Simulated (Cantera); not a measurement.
Mixture: CH₄ : O₂ : N₂ = 1 : 3.77 : 16.2 (molar parts), at 0.330 bar, adiabatic and at constant pressure. Ignition delay is the time to a rise of 400 K.

Computed with Cantera and GRI-Mech 3.0 (53 species, 325 reactions).

Task: What does this change do: pressure from 0.330 bar to 0.370 bar?

Result: 
```
quantity                                                before       after
--------------------------------------------------  ----------  ----------
delay at 1275 K                                        30.5 ms     28.1 ms
delay at 1475 K                                        3.22 ms     2.93 ms
delay at 1675 K                                       0.705 ms    0.634 ms
delay at 1875 K                                       0.226 ms    0.203 ms
apparent activation energy between 1775 and 1975 K  150 kJ/mol  150 kJ/mol
```

Task: What does this change do: 0.43 parts H2O added?

Result: 
| quantity | before | after |
|---|---|---|
| delay at 1275 K | 30.5 ms | 32.3 ms |
| delay at 1475 K | 3.22 ms | 3.31 ms |
| delay at 1675 K | 0.705 ms | 0.702 ms |
| delay at 1875 K | 0.226 ms | 0.221 ms |
| apparent activation energy between 1775 and 1975 K | 150 kJ/mol | 150 kJ/mol |
